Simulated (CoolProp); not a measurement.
Sulfur dioxide along the isobar 3620 kPa: density (kg/m³) from the reference equation and from simpler models built on Tc = 430.6 K, pc = 7887 kPa, ω = 0.256; each cubic takes its own stable root.

Computed with CoolProp (reference Helmholtz-energy equation of state, Gao 2016).

```tsv
T (K)	phase	reference
313.1	liquid	1331
332.3	liquid	1273
351.6	liquid	1207
370.9	liquid	1130
390.1	gas	101.4
409.4	gas	88.41
428.7	gas	79.90
447.9	gas	73.60
467.2	gas	68.56
486.5	gas	64.39
505.7	gas	60.86
525	gas	57.78
```

### Question
How far does each simpler model (van der Waals, Redlich-Kwong, Soave-Redlich-Kwong, Peng-Robinson) lie from the reference over these 12 states: mean and median of the absolute difference, and the worst?

### Answer
- van der Waals: mean 19.6 %, median 4.5 %, worst -91.1 % at 370.9 K and 3620 kPa
- Redlich-Kwong: mean 6.2 %, median 1.6 %, worst -18.0 % at 370.9 K and 3620 kPa
- Soave-Redlich-Kwong: mean 4.5 %, median 1.0 %, worst -13.4 % at 370.9 K and 3620 kPa
- Peng-Robinson: mean 1.1 %, median 1.3 %, worst -1.8 % at 370.9 K and 3620 kPa

At some of these states van der Waals gives the other phase, because its saturation line lies elsewhere.
